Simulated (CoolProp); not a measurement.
The fluid at 293.15 K and 2.24 MPa flows at 1.6 m/s in a round tube of 6 mm bore and 0.25 µm roughness, fully developed (64/Re and Nu = 3.66 if laminar; Colebrook and Gnielinski if turbulent). The same conditions are run with several fluids, on thermodynamics alone (safety and materials aside).

Computed with CoolProp (reference Helmholtz-energy equation of state of each fluid (R407C: Lemmon 2003; R152A: Outcalt 1996; R236EA: Rui 2013; ethanol: Schroeder 2014; toluene: Lemmon 2006)). Blends and air are pseudo-pure fits.

Task: Rank R407C, R152A, R236EA, ethanol, toluene by Reynolds number, highest first.

Result: R407C (67800), R152A (50100), R236EA (32600), toluene (13900), ethanol (6280)

```tsv
fluid	Darcy friction factor	pressure drop (Pa/m)	heat-transfer coefficient (W/(m² K))	mass flow (kg/h)
R407C	0.0197	4910	4150	190
R152A	0.0210	4120	3940	149
R236EA	0.0231	7160	3030	236
ethanol	0.0351	5930	1920	129
toluene	0.0284	5260	2430	141
```

Transport values come from each fluid's own correlations; those of R152A, R236EA are estimates that may be off by 10 % or more.
